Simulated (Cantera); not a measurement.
An isothermal, constant-pressure homogeneous reactor starts with CH₄ : H₂ = 1 : 70 (molar parts), at 1800 K and 0.0267 bar.

Cantera simulation using GRI-Mech 3.0 (53 species, 325 reactions); the numbers are that mechanism's predictions, not measurements. GRI-Mech 3.0 stops at C3 and has no aromatics, soot or wall deposition, so with more carbon than oxygen in the feed, carbon stays in small species such as C2H2 where larger ones or solid carbon would form. Radical loss at walls, strong at low pressure, is not modelled.

One state of this run: x CH₄ = 0.000981; x H₂ = 0.990; x H = 0.00217; x CH₂ = 1.06e-7; x C₂H₂ = 0.00643. x: mole fraction; the columns are a selection and need not sum to one.

Question: Which value of t (s) does it belong to?
(A) 0.00180
(B) 0.232
(C) 30.0
(D) 2.64

Answer: D, 2.64
